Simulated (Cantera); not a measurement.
Feed: 1 mol C3H6, 0.21 mol O2, at 3.30 mbar.

Equilibrium computed with Cantera from the NASA thermochemical tables; the gas is ideal and each condensed phase is pure. Candidate condensed phases: C, C6H6, C7H8, C8H18, H2O; 110 gas species. Equilibrium is a limit: real reactors are often held back by kinetics, nucleation or transport. All values below are at 2623 K.

Base state: H 0.476, H2 0.421, CO 0.0934, C2H2 (acetylene) 0.00746, C3 0.000931, C2H 0.000776, C 0.000253, C2 8.78e-5 (mole fractions); condensed: C(graphite).

Question: What changes in the equilibrium state with this change: O2 from 0.21 to 0.75 mol?

Answer: 
| species | before | after |
|---|---|---|
| H | 0.476 | 0.412 |
| H2 | 0.421 | 0.316 |
| CO | 0.0934 | 0.264 |
| C4H2 | 5.48e-5 | 4.12e-5 |
| C2H2 (acetylene) | 0.00746 | 0.00560 |
| C2H | 0.000776 | 0.000672 |
| C | 0.000253 | 0.000253 |
| C3 | 0.000931 | 0.000931 |
| C(graphite), mol | 2.49 | 1.41 |
